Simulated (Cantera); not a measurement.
## N2O furnace oxynitridation

An isothermal, constant-pressure homogeneous reactor starts with N₂O : O₂ = 1 : 2.2 (molar parts), at 1050 K and 15000 Pa.

Detailed kinetics in Cantera: GRI-Mech 3.0 (53 species, 325 reactions). GRI-Mech 3.0 was tuned for natural gas; its chemistry of N2O as a main component is partial and can be far from experiment. The mechanism lacks the step 2 NO + O2 → 2 NO2, which can matter for NO2 below about 1400 K. The temperature is held fixed by assumption; the heat of reaction is taken as removed at once.

```
t (s)     x N₂O   x O₂     x NO₂      x N₂      x NO      x O
--------  -----  -----  --------  --------  --------  -------
2.00e-5   0.312  0.688    <1e-12   1.15e-8  5.06e-11  1.05e-8
9.28e-5   0.312  0.688    <1e-12   5.99e-8  9.82e-10  4.18e-8
0.000431  0.312  0.688    <1e-12   3.62e-7   1.40e-8  1.05e-7
0.00200   0.312  0.688    <1e-12   2.03e-6   1.04e-7  1.23e-7
0.00928   0.312  0.688  5.76e-12   9.83e-6   5.28e-7  1.23e-7
0.0431    0.312  0.688  1.28e-10   4.61e-5   2.50e-6  1.23e-7
0.200     0.312  0.688   2.65e-9  0.000214   1.16e-5  1.23e-7
0.928     0.311  0.688   4.63e-8  0.000992   5.40e-5  1.23e-7
4.31      0.307  0.688   4.88e-7   0.00457  0.000248  1.23e-7
20.0      0.288  0.690   2.73e-6    0.0204   0.00111  1.22e-7
```
x: mole fraction; the columns are a selection and need not sum to one.

Equilibrium at this temperature and pressure: N₂O 1.03e-9, O₂ 0.730, NO₂ 1.61e-6, N₂ 0.270, NO 5.80e-5, O 1.48e-9 (gas phase only).
